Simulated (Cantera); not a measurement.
## Thermodynamics of silicon nitride deposition, feed SiHCl₃ + N₂

Feed: 1 mol SiHCl₃, 19 mol N₂, at 370 Pa.

These are equilibrium values from Cantera (NASA tables, ideal gas, pure condensed phases), not measurements of a reactor. Candidate condensed phases: NH₄Cl, Si, Si₃N₄; 28 gas species. N₂ is the only nitrogen source here; it is nearly inert below about 1500 K, so the nitride shown seldom forms there in practice. The tables' values for SiCl₃, SiCl are old estimates; treat these amounts as uncertain. Kinetics and transport are ignored.

| T (K) | x N₂ | x SiCl₂ | x HCl | x SiCl₄ | x SiCl₃ | n Si₃N₄(s) |
|---|---|---|---|---|---|---|
| 1075 | 0.927 | 3.71e-5 | 0.0448 | 0.0258 | 0.000246 | 0.158 |
| 1125 | 0.927 | 0.000149 | 0.0450 | 0.0254 | 0.000555 | 0.158 |
| 1175 | 0.926 | 0.000526 | 0.0452 | 0.0247 | 0.00115 | 0.156 |
| 1225 | 0.925 | 0.00164 | 0.0453 | 0.0233 | 0.00220 | 0.150 |
| 1275 | 0.924 | 0.00452 | 0.0452 | 0.0206 | 0.00378 | 0.138 |
| 1325 | 0.921 | 0.0107 | 0.0447 | 0.0160 | 0.00563 | 0.113 |
| 1375 | 0.916 | 0.0212 | 0.0436 | 0.00988 | 0.00674 | 0.0739 |
| 1425 | 0.911 | 0.0332 | 0.0416 | 0.00443 | 0.00612 | 0.0297 |
| 1475 | 0.908 | 0.0415 | 0.0396 | 0.00173 | 0.00459 | 0 |
| 1525 | 0.907 | 0.0426 | 0.0413 | 0.00112 | 0.00401 | 0 |
| 1575 | 0.907 | 0.0436 | 0.0424 | 0.000713 | 0.00344 | 0 |
| 1625 | 0.906 | 0.0443 | 0.0431 | 0.000440 | 0.00290 | 0 |
| 1675 | 0.905 | 0.0450 | 0.0434 | 0.000259 | 0.00237 | 0 |
| 1725 | 0.905 | 0.0456 | 0.0433 | 0.000143 | 0.00186 | 0 |
x: gas mole fraction; n: condensed amount in mol.

From 1075 K to 1425 K the condensed part is Si₃N₄(s). From 1475 K to 1725 K nothing is condensed. The main Si-bearing gas is SiCl₄ at 1075 K and SiCl₂ at 1725 K.
